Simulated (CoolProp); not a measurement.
Vapour-liquid equilibrium of isobutane (1) + isobutene (2) at 65.65 °C; x and y are mole fractions of (1).

The numbers come from the multi-fluid Helmholtz-energy mixture model, Bücker 2006 and Lemmon 2005; pair parameters Bell 2016 in CoolProp.

```csv
x,"bubble pressure, mixture model (MPa)","bubble pressure, Raoult's law (MPa)","y, mixture model","y, Raoult's law"
0.05,0.8988,0.8965,0.056,0.055
0.125,0.9090,0.9037,0.137,0.137
0.2,0.9186,0.9109,0.217,0.217
0.275,0.9276,0.9182,0.295,0.296
0.35,0.9360,0.9254,0.371,0.374
0.425,0.9438,0.9326,0.446,0.450
0.5,0.9512,0.9399,0.519,0.526
0.575,0.9580,0.9471,0.592,0.600
0.65,0.9644,0.9543,0.665,0.673
0.725,___,0.9616,0.737,0.745
0.8,0.9757,0.9688,0.809,0.816
0.875,___,0.9761,___,0.886
0.95,0.9853,0.9833,0.952,0.955
```

Problem. Some entries are withheld; supply them.

Solution. 
- 0.725, bubble pressure, mixture model (MPa): 0.9703
- 0.875, bubble pressure, mixture model (MPa): 0.9807
- 0.875, y, mixture model: 0.880

The largest gap from Raoult's law is +1.2 % in bubble pressure, at x = 0.5. No azeotrope shows between x = 0.05 and 0.95.

The pair parameters rest on a limited set of measurements; away from them the model extrapolates.
